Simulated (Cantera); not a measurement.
Input (Python, Cantera):

```python
import numpy as np
import cantera as ct

gas = ct.Solution("h2o2.yaml")
gas.TPX = 1025, 20000, {'H2': 0.8, 'O2': 1, 'N2': 3.6}
reactor = ct.IdealGasConstPressureReactor(gas, energy="off", clone=False)
net = ct.ReactorNet([reactor])
net.rtol, net.atol = 1e-08, 1e-18
show = ['H2', 'O2', 'H', 'H2O2', 'O']
times = np.geomspace(4e-06, 1, 9)

steps = ct.SolutionArray(gas, extra=["t"])
rows = []
print(f"{'t/s':>10s}{'T/K':>9s}{'P/Pa':>11s}" + "".join(f"{s:>11s}" for s in show))
for t in times:
    while net.time < t:
        t_next = net.step()
        steps.append(gas.state, t=t_next)
    rows.append([np.interp(t, steps.t, y) for y in (steps.T, steps.P, *steps(*show).X.T)])
    print(f"{t:10.3e}{rows[-1][0]:9.1f}{rows[-1][1]:11.4g}" + "".join(f"{x:11.3e}" for x in rows[-1][2:]))
rate = np.gradient(steps.T, steps.t)
print("integrator steps:", len(steps.t))
if steps.T.max() > steps.T[0] + 200:
    print(f"time of steepest temperature rise: {steps.t[rate.argmax()]:.4e} s")
gas.TPX = 1025, 20000, {'H2': 0.8, 'O2': 1, 'N2': 3.6}
gas.equilibrate("TP")
print(f"equilibrium (TP): T = {gas.T:.1f} K  " + "  ".join(f"{s} {gas[s].X[0]:.3e}" for s in show))
```

Result:

```
       t/s      T/K       P/Pa         H2         O2          H       H2O2          O
 4.000e-06   1025.0      2e+04  1.481e-01  1.852e-01  3.015e-11  1.925e-15  1.395e-12
 1.891e-05   1025.0      2e+04  1.481e-01  1.852e-01  1.560e-10  4.409e-14  2.279e-11
 8.944e-05   1025.0      2e+04  1.481e-01  1.852e-01  2.550e-09  1.198e-12  5.604e-10
 4.229e-04   1025.0      2e+04  1.480e-01  1.851e-01  6.211e-05  1.399e-08  1.393e-05
 2.000e-03   1025.0      2e+04  1.586e-03  1.205e-01  1.201e-04  2.600e-06  2.342e-04
 9.457e-03   1025.0      2e+04  1.714e-04  1.200e-01  1.833e-06  8.513e-07  1.346e-05
 4.472e-02   1025.0      2e+04  9.449e-06  1.200e-01  3.557e-08  1.468e-07  8.943e-07
 2.115e-01   1025.0      2e+04  1.676e-07  1.200e-01  5.710e-10  2.218e-08  7.937e-08
 1.000e+00   1025.0      2e+04  7.335e-09  1.200e-01  2.993e-11  4.012e-09  1.231e-08
integrator steps: 1702
equilibrium (TP): T = 1025.0 K  H2 1.880e-10  O2 1.200e-01  H 1.345e-13  H2O2 9.540e-11  O 2.573e-10
```

Cantera simulation using the H2/O2 subset of GRI-Mech 3.0, which has no nitrogen chemistry; the numbers are that mechanism's predictions, not measurements. The temperature is held fixed by assumption; the heat of reaction is taken as removed at once.
